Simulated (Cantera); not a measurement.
Cantera run:

```python
import numpy as np
import cantera as ct

gas_names = [...]  # 136 gases of nasa_gas.yaml made of C, H, N, O
cond_names = """
    C(gr) C6H6(L) C7H8(L) C8H18(L),n-octa H2O(s) H2O(L)
""".split()


# ... load() reads the species with a 1 bar reference pressure and builds the phases ...
atoms = {
    'C3H6': {'C': 3, 'H': 6},
    'NH3': {'N': 1, 'H': 3},
    'H2': {'H': 2},
    'CO2': {'C': 1, 'O': 2},
}
top_T = {'C(gr)': 4500}  # K; cautious upper limits of use, not melting points


# ... equilibrate(T, P, feed) seeds the gas with the atoms and calls Mixture.equilibrate('TP', solver="vcs", rtol=1e-11, max_steps=5000) ...
results = []
feed = {'C3H6': 1, 'NH3': 1.6, 'H2': 61, 'CO2': 0.39}  # mol
P = 3100000  # Pa
for T in [1950, 2050, 2150, 2250, 2350, 2450, 2550]:
    mix = equilibrate(T, P, feed)
    results.append((T, P, feed, dict(zip(mix.species_names, mix.species_moles))))

top = {s: max(r[3][s] / sum(r[3][g] for g in gas_names) for r in results) for s in gas_names}
cols = sorted((s for s in top if top[s] > 1e-06), key=lambda s: -top[s])[:8]
seen = [c for c in cond_names if any(r[3].get(c, 0) > 1e-12 for r in results)]
print("log10 of partial pressures in bar; condensed amounts in mol")
print(f"{'T/K':>10s}" + "".join(f"{s[:9]:>10s}" for s in cols + seen))
for T, P, feed, n in results:
    ng = sum(n[g] for g in gas_names)
    print(f"{T:10.4g}" + "".join(f"{np.log10(max(n[s] / ng * P / 1e5, 1e-99)):10.3f}" for s in cols)
          + "".join(f"{n.get(c, 0):10.4g}" for c in seen))
```

Result:

```
log10 of partial pressures in bar; condensed amounts in mol
       T/K        H2       CH4 C2H2,acet        CO        N2       HCN         H       HNC     C(gr)
      1950     1.474    -0.365    -1.788    -0.445    -0.458    -1.411    -2.204    -2.697     1.497
      2050     1.475    -0.478    -1.499    -0.446    -0.472    -1.246    -1.907    -2.453     1.594
      2150     1.475    -0.582    -1.238    -0.446    -0.489    -1.100    -1.637    -2.235     1.569
      2250     1.475    -0.676    -1.000    -0.447    -0.511    -0.970    -1.392    -2.041     1.421
      2350     1.474    -0.763    -0.784    -0.447    -0.539    -0.856    -1.167    -1.867     1.131
      2450     1.472    -0.844    -0.587    -0.448    -0.572    -0.755    -0.961    -1.712    0.6735
      2550     1.469    -0.920    -0.407    -0.449    -0.612    -0.668    -0.771    -1.575   0.01377
```

Method: chemical equilibrium by Gibbs-energy minimisation in Cantera with the NASA 1993 tables (ideal gas, pure condensed phases). The ideal-gas law is rough above about 30 bar.
